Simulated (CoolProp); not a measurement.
A single-stage vapour-compression cycle with R245ca: evaporating at 293.15 K (dew point), condensing at 343.15 K (bubble point), superheat 5 K, subcooling 0 K, compressor efficiency 0.6, no pressure losses. Each further row changes one setting.

The numbers come from the reference Helmholtz-energy equation of state, Zhou 2016 in CoolProp.

```json
[
 {"case": "as stated", "cooling COP": "2.75", "pressure ratio": "5.31", "discharge temperature (K)": "357.4", "refrigerating effect (kJ/kg)": "141", "volumetric capacity (kJ/m³)": "647"},
 {"case": "evaporating temperature 298.15 K", "cooling COP": "3.20", "pressure ratio": "4.36", "discharge temperature (K)": "355.8", "refrigerating effect (kJ/kg)": "145", "volumetric capacity (kJ/m³)": "802"},
 {"case": "condensing temperature 338.15 K", "cooling COP": "3.16", "pressure ratio": "4.61", "discharge temperature (K)": "352.3", "refrigerating effect (kJ/kg)": "148", "volumetric capacity (kJ/m³)": "681"},
 {"case": "subcooling 5 K", "cooling COP": "2.90", "pressure ratio": "5.31", "discharge temperature (K)": "357.4", "refrigerating effect (kJ/kg)": "148", "volumetric capacity (kJ/m³)": "681"},
 {"case": "superheat 15 K", "cooling COP": "2.82", "pressure ratio": "5.31", "discharge temperature (K)": "367.8", "refrigerating effect (kJ/kg)": "150", "volumetric capacity (kJ/m³)": "665"},
 {"case": "compressor efficiency 0.5", "cooling COP": "2.29", "pressure ratio": "5.31", "discharge temperature (K)": "366.9", "refrigerating effect (kJ/kg)": "141", "volumetric capacity (kJ/m³)": "647"}
]
```
